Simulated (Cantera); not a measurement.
A closed system holds: 1 mol Cr, 14 mol NH3, 7.6 mol N2, held at 0.130 bar.

Method: chemical equilibrium by Gibbs-energy minimisation in Cantera with the NASA 1993 tables (ideal gas, pure condensed phases). Candidate condensed phases: Cr, CrN, Cr2N; 11 gas species. The numbers say what is thermodynamically allowed, not how fast it happens.

### Question
Which condensed phases are stable at each of these points (T (°C)): 1527, 1627, 1727, 1827, 1927, 2027, 2127, 2227?

### Answer
```tsv
T (°C)	condensed phases	Cr condensed (%)
1527	Cr(s)	97.5
1627	Cr(s)	90.4
1727	Cr(s)	68.3
1827	Cr(s)	6.4
1927	gas only	0.0
2027	gas only	0.0
2127	gas only	0.0
2227	gas only	0.0
```

From 1527 °C to 1827 °C the condensed part is Cr(s). From 1927 °C to 2227 °C nothing is condensed.
